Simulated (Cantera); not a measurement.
A jet of CH4 : O2 : N2 = 0.051 : 0.15 : 0.79 (molar parts), equivalence ratio 0.68 at 300 K and 52.5 Torr hits a platinum plate 7.3 cm away at a mass flux of 0.048 kg/m²/s; the plate temperature is set and raised in steps from an oxygen-covered start.

Computed with Cantera and Deutschmann's 1995 Pt surface mechanism with GRI-Mech 3.0 gas chemistry. Catalytic surfaces can have several steady states; this one follows from the mechanism file's or the stated starting coverage.

One state of this run: wall x CH4 = 0.00787; wall x O2 = 0.0588; wall x H2O = 0.0804; wall x OH = 3.71e-6; wall x CO = 1.48e-5; wall x CO2 = 0.0534; θ free Pt = 0.590; θ O* = 0.409; θ OH* = 0.00105. x: mole fraction at the wall; θ: surface coverage.

Task: Which value of plate T (K) does it belong to?
A) 1050
B) 1150
C) 900
D) 950

Result: B, 1150
